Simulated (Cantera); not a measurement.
**Equilibrium for carbon deposition, reforming and gasification: n-butane + O2**

A closed system holds: 1 mol n-butane, 1.9 mol O2, at 7.50 Torr.

Method: chemical equilibrium by Gibbs-energy minimisation in Cantera with the NASA 1993 tables (ideal gas, pure condensed phases). Candidate condensed phases: C, C6H6, C7H8, C8H18, H2O; 110 gas species. Equilibrium is a limit: real reactors are often held back by kinetics, nucleation or transport.

From 1075 K to 2425 K the condensed part is C(graphite). The main C-bearing gas is CO throughout. The share of C in condensed phases is highest at 1075 K (5.1 %) and lowest at 2425 K (3.2 %).

```
T (K)   x H2   x CO       x H  x C2H2 (acetylene)  n C(graphite)
-----  -----  -----  --------  ------------------  -------------
1075   0.568  0.431   1.11e-7             4.27e-9          0.204
1225   0.568  0.432   2.35e-6             9.22e-8          0.200
1375   0.568  0.432   2.58e-5             1.01e-6          0.200
1525   0.568  0.432  0.000178             6.87e-6          0.200
1675   0.567  0.432  0.000875             3.30e-5          0.199
1825   0.565  0.431   0.00331            0.000121          0.198
1975   0.560  0.430    0.0102            0.000364          0.194
2125   0.546  0.426    0.0268            0.000915          0.184
2275   0.518  0.419    0.0611             0.00197          0.164
2425   0.468  0.405     0.122             0.00366          0.129
```
x: gas mole fraction; n: condensed amount in mol.
